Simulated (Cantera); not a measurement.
Charge: 1 mol SiC, 0.07 mol C, 5.5 mol N₂, held at 2375 K and 13300 Pa.

Cantera equilibrium calculation (NASA polynomials, part measured and part estimated; ideal gas, pure solids and liquids). Candidate condensed phases: C, Si, SiC, Si₃N₄; 20 gas species. The tables' values for SiN are old estimates; treat these amounts as uncertain. Rates play no part.

Base state: N₂ 0.997, Si 0.00234, SiC₂ 0.000414, Si₂C 0.000238, SiN 0.000105, CN 9.44e-5, C₂N₂ 3.51e-5, Si₂N 1.78e-5 (mole fractions); condensed: C(graphite) + SiC(s).

**Question.** What changes in the equilibrium state with this change: temperature from 2375 K to 1475 K?

**Answer.** 
| species | before | after |
|---|---|---|
| N₂ | 0.997 | 1.00 |
| C₂N₂ | 3.51e-5 | 2.27e-9 |
| Si | 0.00234 | <1e-9 |
| SiC₂ | 0.000414 | <1e-9 |
| Si₂C | 0.000238 | <1e-9 |
| SiN | 0.000105 | <1e-9 |
| C(graphite), mol | 0.0819 | 1.07 |
| SiC(s), mol | 0.981 | 0 |
| Si₃N₄(s), mol | 0 | 0.333 |
N₂ is the only nitrogen source here; it is nearly inert below about 1500 K, so the nitride shown seldom forms there in practice.
